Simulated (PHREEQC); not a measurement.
3.7 g of hydrous ferric oxide (600 m²/g; 0.2 weak and 0.005 strong sites per Fe, Dzombak-Morel constants, diffuse double layer) in 1 kg of water with 0.05 mol/kgw of an inert sodium salt and 0.89 mmol/kgw MgCl2, at 25 °C; the pH is set by adding NaOH or the inert anion's acid. Oxygen is held at 0.21 atm. CO2 from the air is kept out. Precipitation was switched off in this run.

Computed with PHREEQC (ion-association model, wateq4f.dat).

```json
[
 {"pH": "3", "Mg sorbed (%)": "0.0", "surface charge σ (C/m²)": "0.359", "surface potential ψ (mV)": "166"},
 {"pH": "3.67", "Mg sorbed (%)": "0.0", "surface charge σ (C/m²)": "0.327", "surface potential ψ (mV)": "162"},
 {"pH": "4.33", "Mg sorbed (%)": "0.0", "surface charge σ (C/m²)": "___", "surface potential ψ (mV)": "151"},
 {"pH": "5", "Mg sorbed (%)": "0.0", "surface charge σ (C/m²)": "0.185", "surface potential ψ (mV)": "134"},
 {"pH": "5.67", "Mg sorbed (%)": "0.0", "surface charge σ (C/m²)": "0.118", "surface potential ψ (mV)": "111"},
 {"pH": "6.33", "Mg sorbed (%)": "0.5", "surface charge σ (C/m²)": "0.069", "surface potential ψ (mV)": "___"},
 {"pH": "7", "Mg sorbed (%)": "___", "surface charge σ (C/m²)": "0.036", "surface potential ψ (mV)": "56"},
 {"pH": "7.67", "Mg sorbed (%)": "53.5", "surface charge σ (C/m²)": "___", "surface potential ψ (mV)": "28"},
 {"pH": "8.33", "Mg sorbed (%)": "93.7", "surface charge σ (C/m²)": "-0.001", "surface potential ψ (mV)": "-1"},
 {"pH": "9", "Mg sorbed (%)": "99.6", "surface charge σ (C/m²)": "___", "surface potential ψ (mV)": "___"},
 {"pH": "9.67", "Mg sorbed (%)": "100.0", "surface charge σ (C/m²)": "-0.045", "surface potential ψ (mV)": "___"},
 {"pH": "10.33", "Mg sorbed (%)": "100.0", "surface charge σ (C/m²)": "-0.082", "surface potential ψ (mV)": "-94"},
 {"pH": "11", "Mg sorbed (%)": "100.0", "surface charge σ (C/m²)": "-0.136", "surface potential ψ (mV)": "-118"}
]
```

Problem. What belongs in the gaps?

Solution. 
- 4.33, surface charge σ (C/m²): 0.263
- 6.33, surface potential ψ (mV): 85
- 7, Mg sorbed (%): 7.8
- 7.67, surface charge σ (C/m²): 0.015
- 9, surface charge σ (C/m²): -0.019
- 9, surface potential ψ (mV): -34
- 9.67, surface potential ψ (mV): -66

The oxide is taken as insoluble; below pH 4 it would dissolve.
